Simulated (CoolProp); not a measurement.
Vapour-liquid equilibrium of propylene (1) + dimethyl ether (2) at 0.149 bar; x and y are mole fractions of (1).

The numbers come from the multi-fluid Helmholtz-energy mixture model, Lemmon 2013 and Wu 2011; pair parameters Bell 2016 in CoolProp.

| x | bubble temperature, mixture model (°C) | bubble temperature, Raoult's law (°C) | y, mixture model | y, Raoult's law |
|---|---|---|---|---|
| 0.05 | ? | -63.2 | ? | 0.157 |
| 0.125 | -67.4 | -65.8 | 0.405 | 0.342 |
| 0.2 | -70.1 | -68.0 | 0.543 | 0.483 |
| 0.275 | -72.2 | -70.1 | 0.639 | 0.592 |
| 0.35 | -73.9 | -71.9 | 0.710 | 0.678 |
| 0.425 | -75.4 | -73.5 | 0.764 | 0.747 |
| 0.5 | -76.7 | -75.0 | 0.808 | 0.803 |
| 0.575 | -77.7 | -76.4 | 0.844 | 0.848 |
| 0.65 | -78.7 | -77.6 | ? | 0.886 |
| 0.725 | -79.6 | -78.8 | ? | 0.918 |
| 0.8 | -80.4 | -79.9 | 0.931 | 0.945 |
| 0.875 | ? | -80.9 | 0.956 | 0.968 |
| 0.95 | -81.9 | -81.8 | 0.982 | 0.988 |

Question: What belongs in the gaps?

Answer: 
- 0.05, bubble temperature, mixture model (°C): -64.1
- 0.05, y, mixture model: 0.200
- 0.65, y, mixture model: 0.876
- 0.725, y, mixture model: 0.904
- 0.875, bubble temperature, mixture model (°C): -81.2

The largest gap from Raoult's law is -2.1 K in bubble temperature, at x = 0.275. No azeotrope shows between x = 0.05 and 0.95.

Pair parameters are fitted to limited data, so mixtures are less certain than the pure fluids.
